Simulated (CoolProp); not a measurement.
Vapour-liquid equilibrium of diethyl ether (1) + methanol (2) at 1.05 MPa; x and y are mole fractions of (1).

The numbers come from the multi-fluid Helmholtz-energy mixture model, Thol 2014 and de Reuck 1993; pair parameters Bell 2016 in CoolProp.

| x | bubble temperature (K) | y at the bubble point | dew temperature at overall composition x (K) | liquid density (mol/L) |
|---|---|---|---|---|
| 0.05 | 408.4 | 0.111 | 410.2 | 19.40 |
| 0.15 | 403.2 | 0.278 | 407.2 | 17.17 |
| 0.25 | 399.4 | 0.395 | 404.1 | 15.30 |
| 0.35 | 396.8 | 0.483 | 400.9 | 13.71 |
| 0.45 | 394.9 | 0.553 | 397.7 | 12.37 |
| 0.55 | 393.7 | ? | 395.0 | 11.23 |
| 0.65 | 392.9 | 0.681 | 393.2 | 10.25 |
| 0.75 | 392.5 | 0.751 | 392.5 | ? |
| 0.85 | 392.9 | 0.833 | 393.0 | 8.675 |
| 0.95 | 394.1 | 0.936 | 394.3 | ? |

Q: Complete the blanks.

A: 
- 0.55, y at the bubble point: 0.617
- 0.75, liquid density (mol/L): 9.406
- 0.95, liquid density (mol/L): 8.032

y crosses x between x = 0.75 and 0.85: the model has an azeotrope there.

Pair parameters are fitted to limited data, so mixtures are less certain than the pure fluids.
